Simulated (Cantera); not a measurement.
## Adiabatic ignition

An adiabatic, constant-volume homogeneous reactor starts with 3.15 % CO, 0.217 % H2, 2.52 % CH4, 19.8 % O2, 74.3 % N2, at 1773 K and 5.00 bar.

Detailed kinetics in Cantera: GRI-Mech 3.0 (53 species, 325 reactions).

```json
[
 {"t (s)": "2.00e-6", "T (K)": "1773", "P (bar)": "5.00", "x CO": "0.0315", "x H2": "0.00217", "x CH4": "0.0252", "x HCN": "<1e-12", "x NO2": "<1e-12", "x H2O": "1.28e-5"},
 {"t (s)": "5.63e-6", "T (K)": "1773", "P (bar)": "5.00", "x CO": "0.0315", "x H2": "0.00217", "x CH4": "0.0250", "x HCN": "<1e-12", "x NO2": "<1e-12", "x H2O": "8.58e-5"},
 {"t (s)": "1.59e-5", "T (K)": "1784", "P (bar)": "5.03", "x CO": "0.0316", "x H2": "0.00239", "x CH4": "0.0227", "x HCN": "7.63e-11", "x NO2": "4.30e-12", "x H2O": "0.00191"},
 {"t (s)": "4.47e-5", "T (K)": "2591", "P (bar)": "7.25", "x CO": "0.00655", "x H2": "0.000798", "x CH4": "<1e-12", "x HCN": "7.62e-12", "x NO2": "5.60e-7", "x H2O": "0.0471"},
 {"t (s)": "0.000126", "T (K)": "2636", "P (bar)": "7.36", "x CO": "0.00401", "x H2": "0.000553", "x CH4": "<1e-12", "x HCN": "6.40e-12", "x NO2": "2.16e-6", "x H2O": "0.0483"},
 {"t (s)": "0.000355", "T (K)": "2631", "P (bar)": "7.34", "x CO": "0.00393", "x H2": "0.000545", "x CH4": "<1e-12", "x HCN": "7.32e-12", "x NO2": "6.42e-6", "x H2O": "0.0484"},
 {"t (s)": "0.00100", "T (K)": "2619", "P (bar)": "7.31", "x CO": "0.00378", "x H2": "0.000526", "x CH4": "<1e-12", "x HCN": "8.77e-12", "x NO2": "1.55e-5", "x H2O": "0.0486"},
 {"t (s)": "0.00282", "T (K)": "2604", "P (bar)": "7.26", "x CO": "0.00358", "x H2": "0.000502", "x CH4": "<1e-12", "x HCN": "9.83e-12", "x NO2": "2.74e-5", "x H2O": "0.0488"},
 {"t (s)": "0.00794", "T (K)": "2597", "P (bar)": "7.24", "x CO": "0.00350", "x H2": "0.000492", "x CH4": "<1e-12", "x HCN": "1.01e-11", "x NO2": "3.26e-5", "x H2O": "0.0489"},
 {"t (s)": "0.0224", "T (K)": "2597", "P (bar)": "7.24", "x CO": "0.00349", "x H2": "0.000491", "x CH4": "<1e-12", "x HCN": "1.01e-11", "x NO2": "3.29e-5", "x H2O": "0.0489"},
 {"t (s)": "0.0630", "T (K)": "2597", "P (bar)": "7.24", "x CO": "0.00349", "x H2": "0.000491", "x CH4": "<1e-12", "x HCN": "1.01e-11", "x NO2": "3.29e-5", "x H2O": "0.0489"},
 {"t (s)": "0.177", "T (K)": "2597", "P (bar)": "7.24", "x CO": "0.00349", "x H2": "0.000491", "x CH4": "<1e-12", "x HCN": "1.01e-11", "x NO2": "3.29e-5", "x H2O": "0.0489"},
 {"t (s)": "0.500", "T (K)": "2597", "P (bar)": "7.24", "x CO": "0.00349", "x H2": "0.000491", "x CH4": "<1e-12", "x HCN": "1.01e-11", "x NO2": "3.29e-5", "x H2O": "0.0489"}
]
```
x: mole fraction; the columns are a selection and need not sum to one.

```
Item                                                                   Value
---------------------------------  -----------------------------------------
time of steepest temperature rise                                    23.0 µs
temperature at 0.500 s                                                2597 K
equilibrium temperature                                               2597 K
x(CO) at 0.500 s                     0.00349 (gas-phase equilibrium 0.00349)
x(H2) at 0.500 s                   0.000491 (gas-phase equilibrium 0.000491)
x(CH4) at 0.500 s                      <1e-12 (gas-phase equilibrium <1e-12)
```
